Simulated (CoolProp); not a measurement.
Vapour-liquid equilibrium of R143a (1) + isobutane (2) at 0.0447 MPa; x and y are mole fractions of (1).

The numbers come from the multi-fluid Helmholtz-energy mixture model, Lemmon and Jacobsen 2000 and Bücker 2006; pair parameters Bell 2016 in CoolProp.

| x | bubble temperature (K) | y at the bubble point | dew temperature at overall composition x (K) | liquid density (mol/L) |
|---|---|---|---|---|
| 0.05 | 227.7 | 0.531 | 241.2 | (withheld) |
| 0.2 | 214.6 | 0.800 | 237.7 | 11.49 |
| 0.35 | 212.1 | (withheld) | 233.7 | 11.92 |
| 0.5 | 211.5 | 0.848 | (withheld) | 12.35 |
| 0.65 | 211.1 | 0.858 | 222.8 | 12.86 |
| 0.8 | 210.5 | 0.884 | 214.6 | 13.44 |
| 0.95 | 210.0 | 0.954 | 210.0 | 14.13 |

Q: Complete the blanks.

A: 
- 0.05, liquid density (mol/L): 10.93
- 0.35, y at the bubble point: 0.837
- 0.5, dew temperature at overall composition x (K): 228.9

No azeotrope shows between x = 0.05 and 0.95.

Pair parameters are fitted to limited data, so mixtures are less certain than the pure fluids. With so large a gap from Raoult's law the liquid may split in two, which this calculation doesn't test in full.
